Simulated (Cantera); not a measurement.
An isothermal, constant-pressure homogeneous reactor starts with C2H6 : H2 = 1 : 7 (molar parts), at 1000 K and 0.00444 atm. Integrator tolerance rtol = 1e-08.

Computed with Cantera and GRI-Mech 3.0 (53 species, 325 reactions). GRI-Mech 3.0 stops at C3 and has no aromatics, soot or wall deposition, so with more carbon than oxygen in the feed, carbon stays in small species such as C2H2 where larger ones or solid carbon would form. Radical loss at walls, strong at low pressure, is not modelled.

Q: What does this change do: C2H6 1 to 3.9 parts?

A: 
| quantity | before | after |
|---|---|---|
| x(C2H6) at 20.0 s | 0.0317 (gas-phase equilibrium 1.40e-5) | 0.109 (gas-phase equilibrium 0.000130) |
| x(H2) at 20.0 s | 0.876 (gas-phase equilibrium 0.753) | 0.692 (gas-phase equilibrium 0.401) |
| x(C2H2) at 20.0 s | 0.000416 (gas-phase equilibrium 0.000886) | 0.000857 (gas-phase equilibrium 0.0290) |
| x(CH3) at 20.0 s | 1.34e-6 (gas-phase equilibrium 1.66e-7) | 2.64e-6 (gas-phase equilibrium 5.04e-7) |
| x(CH2) at 20.0 s | <1e-12 (gas-phase equilibrium <1e-12) | 1.61e-12 (gas-phase equilibrium <1e-12) |
| x(C2H4) at 20.0 s | 0.0751 (gas-phase equilibrium 0.00154) | 0.173 (gas-phase equilibrium 0.0268) |
| x(CH4) at 20.0 s | 0.0164 (gas-phase equilibrium 0.244) | 0.0262 (gas-phase equilibrium 0.543) |

Q: What does this change do: temperature 1000 to 1200 K?

A: 
```csv
quantity,before,after
x(C2H6) at 20.0 s,0.0317 (gas-phase equilibrium 1.40e-5),2.47e-5 (gas-phase equilibrium 2.15e-6)
x(H2) at 20.0 s,0.876 (gas-phase equilibrium 0.753),0.854 (gas-phase equilibrium 0.870)
x(C2H2) at 20.0 s,0.000416 (gas-phase equilibrium 0.000886),0.0279 (gas-phase equilibrium 0.0770)
x(CH3) at 20.0 s,1.34e-6 (gas-phase equilibrium 1.66e-7),4.85e-6 (gas-phase equilibrium 2.99e-6)
x(CH2) at 20.0 s,<1e-12 (gas-phase equilibrium <1e-12),9.37e-12 (gas-phase equilibrium 4.76e-12)
x(C2H4) at 20.0 s,0.0751 (gas-phase equilibrium 0.00154),0.0499 (gas-phase equilibrium 0.00363)
x(CH4) at 20.0 s,0.0164 (gas-phase equilibrium 0.244),0.0681 (gas-phase equilibrium 0.0493)
```

Q: What does this change do: temperature 1000 to 1323 K?

A: 
| quantity | before | after |
|---|---|---|
| x(C2H6) at 20.0 s | 0.0317 (gas-phase equilibrium 1.40e-5) | 2.41e-6 (gas-phase equilibrium 1.30e-7) |
| x(H2) at 20.0 s | 0.876 (gas-phase equilibrium 0.753) | 0.842 (gas-phase equilibrium 0.895) |
| x(C2H2) at 20.0 s | 0.000416 (gas-phase equilibrium 0.000886) | 0.0579 (gas-phase equilibrium 0.0958) |
| x(CH3) at 20.0 s | 1.34e-6 (gas-phase equilibrium 1.66e-7) | 2.42e-5 (gas-phase equilibrium 4.33e-6) |
| x(CH2) at 20.0 s | <1e-12 (gas-phase equilibrium <1e-12) | 1.93e-10 (gas-phase equilibrium 6.93e-11) |
| x(C2H4) at 20.0 s | 0.0751 (gas-phase equilibrium 0.00154) | 0.00379 (gas-phase equilibrium 0.000810) |
| x(CH4) at 20.0 s | 0.0164 (gas-phase equilibrium 0.244) | 0.0966 (gas-phase equilibrium 0.00871) |
